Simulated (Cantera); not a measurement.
Source: NASA polynomial tables (part measured, part estimated), evaluated in Cantera. Values are per mole of reaction as written; species without (g) are pure solids or liquids, kept so even where they would boil at 1 bar.

3 Cl2(g) + 3 F2(g) + 2 BN ⇌ 2 NF3(g) + 2 BCl3(g), with ΔH° = -567.5 kJ and ΔS° = -205.2 J/K at 300 K.

Q: How far is the shortcut ΔG° ≈ ΔH°(300 K) − T·ΔS°(300 K) from the full temperature-dependent value at 1050, 1250, 1450, 1650, 1850 K?

A: 
```
T (K)  shortcut (kJ)  full (kJ)  difference (kJ)  difference in log10 K
-----  -------------  ---------  ---------------  ---------------------
1050          -352.0     -354.9              3.0                  -0.15
1250          -310.9     -315.7              4.7                  -0.20
1450          -269.9     -276.6              6.7                  -0.24
1650          -228.8     -237.7              8.9                  -0.28
1850          -187.8     -199.0             11.2                  -0.32
```
The shortcut ignores the heat-capacity change of the reaction.
